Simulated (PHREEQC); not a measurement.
Consider water at 25 °C with 0.052 mol/kgw HF, 0.00024 mol/kgw H4SiO4 and 0.11 mol/kgw HCl. Closed to the air; pH follows from the charge balance.

Computed with PHREEQC (ion-association model, wateq4f.dat).

Precipitation was switched off in this run.

Problem. Predict the pH.

Solution. pH 1.04.

Problem. In which forms is F present?

Solution. HF 79 %, H2F2 17 %, SiF6-2 2.8 %, F- 0.8 % of the F.

wateq4f.dat counts part of the HF as a dimer, H2F2, which phreeqc.dat doesn't know; its constant is uncertain. SiF6-2 is the database's only silicon fluoride.
